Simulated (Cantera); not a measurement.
Input: 1 mol Al, 2.5 mol NH₃, 38 mol H₂, held at 0.300 Torr.

Method: chemical equilibrium by Gibbs-energy minimisation in Cantera with the NASA 1993 tables (ideal gas, pure condensed phases). Candidate condensed phases: Al, AlN; 13 gas species. Equilibrium is a limit: real reactors are often held back by kinetics, nucleation or transport.

log p: log10 of the partial pressure in bar; n: condensed amount in mol.

```tsv
T (K)	log p H₂	log p H	log p N₂	log p Al	log p AlH	log p Al₂	log p NH₃	n AlN(s)
800	-3.41	-13.24	-5.15	<-15	<-15	<-15	-10.21	1.00
900	-3.41	-11.64	-5.15	<-15	<-15	<-15	-10.60	1.00
1000	-3.41	-10.35	-5.15	<-15	<-15	<-15	-10.92	1.00
1100	-3.41	-9.29	-5.15	<-15	<-15	<-15	-11.18	1.00
1200	-3.41	-8.41	-5.15	-13.20	…	<-15	-11.40	1.00
1300	-3.41	-7.66	-5.15	-11.05	…	<-15	-11.59	1.000
1400	-3.41	-7.02	-5.15	-9.22	…	<-15	-11.75	1.000
1500	-3.41	-6.46	-5.15	-7.63	…	-14.28	-11.89	0.997
1600	-3.41	-5.97	-5.14	-6.26	…	-11.90	-12.01	0.940
1700	-3.42	-5.54	-4.97	-5.12	-7.05	-9.95	-12.06	0.154
1800	-3.43	-5.16	-4.95	-5.05	-7.10	-10.11	-12.15	0
1900	-3.44	-4.82	-4.95	-5.05	…	-10.38	-12.25	0
2000	-3.46	-4.52	-4.96	-5.06	…	-10.64	-12.36	0
```

Q: What belongs in the gaps?

A: 
- 1200, log p AlH: -14.18
- 1300, log p AlH: -12.28
- 1400, log p AlH: -10.66
- 1500, log p AlH: -9.25
- 1600, log p AlH: -8.04
- 1900, log p AlH: -7.22
- 2000, log p AlH: -7.34
